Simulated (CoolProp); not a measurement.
Vapour-liquid equilibrium of R22 (1) + c-C4F8 (RC318) (2) at 1.61 MPa; x and y are mole fractions of (1).

The numbers come from the multi-fluid Helmholtz-energy mixture model, Kamei 1995 and Platzer 1990; pair parameters Bell 2016 in CoolProp. This equation is an older, rougher fit; its heat capacities, sound speeds and derivatives of the liquid may be far off and weren't checked against measurements.

```
x     bubble temperature, mixture model (°C)  bubble temperature, Raoult's law (°C)  y, mixture model  y, Raoult's law
----  --------------------------------------  -------------------------------------  ----------------  ---------------
0.05                                    86.2                                   84.5             0.076            0.124
0.15                                    80.1                                   77.7             0.248            0.326
0.25                                    72.3                                   71.7             0.425            0.482
0.35                                    64.3                                   66.4             0.575            0.604
0.45                                    57.6                                   61.6             0.685            0.702
0.55                                    52.5                                   57.3             0.760            0.781
0.65                                    48.8                                   53.3             0.815            0.846
0.75                                    46.1                                   49.8             0.860            0.900
0.85                                    44.1                                   46.5             0.905            0.945
0.95                                    42.5                                   43.4             0.962            0.983
```

The largest gap from Raoult's law is -4.8 K in bubble temperature, at x = 0.55. No azeotrope shows between x = 0.05 and 0.95.

Pair parameters are fitted to limited data, so mixtures are less certain than the pure fluids. The gap from Raoult's law changes sign with composition, which may be real or a fault of the pair parameters; it wasn't checked against measurements.
